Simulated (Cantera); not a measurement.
## Moist CO burnout

An isothermal, constant-pressure homogeneous reactor starts with 0.691 % CO, 2.15 % O₂, 3.74 % H₂O, 93.4 % N₂, at 1325 K and 0.230 bar.

Model: GRI-Mech 3.0 (53 species, 325 reactions), integrated in Cantera.

```
t (s)         x CO    x O₂   x H₂O     x CO₂      x H₂     x NO₂     x N₂O
--------  --------  ------  ------  --------  --------  --------  --------
4.00e-5    0.00691  0.0215  0.0374  4.13e-10    <1e-12    <1e-12    <1e-12
8.92e-5    0.00691  0.0215  0.0374  9.55e-10  3.27e-12    <1e-12    <1e-12
0.000199   0.00691  0.0215  0.0374   2.41e-9  3.96e-11    <1e-12    <1e-12
0.000443   0.00691  0.0215  0.0374   7.89e-9  4.57e-10    <1e-12    <1e-12
0.000988   0.00691  0.0215  0.0374   4.92e-8   6.05e-9    <1e-12    <1e-12
0.00220    0.00691  0.0215  0.0374   1.44e-6   2.28e-7    <1e-12  8.40e-12
0.00491    0.00609  0.0210  0.0370  0.000824  0.000157    <1e-12   6.17e-9
0.0110    0.000808  0.0185  0.0363   0.00612  0.000577  2.75e-11   5.89e-8
0.0244     9.13e-5  0.0181  0.0372   0.00684  0.000123  1.36e-10   8.83e-8
0.0545     1.55e-5  0.0181  0.0374   0.00692   2.13e-5  3.88e-10   1.14e-7
0.121      2.99e-6  0.0181  0.0375   0.00693   4.73e-6  5.64e-10   1.25e-7
0.271      6.85e-7  0.0181  0.0375   0.00694   1.34e-6  5.23e-10   1.23e-7
0.604      1.99e-7  0.0181  0.0375   0.00694   4.64e-7  4.14e-10   1.04e-7
1.35       7.42e-8  0.0181  0.0375   0.00694   1.92e-7  3.64e-10   6.72e-8
3.00       3.69e-8  0.0181  0.0375   0.00694   1.03e-7  3.88e-10   2.57e-8
```
x: mole fraction; the columns are a selection and need not sum to one.

Equilibrium at this temperature and pressure: CO 2.71e-8, O₂ 0.0180, H₂O 0.0375, CO₂ 0.00694, H₂ 7.87e-8, NO₂ 2.05e-7, N₂O 5.11e-9 (gas phase only).
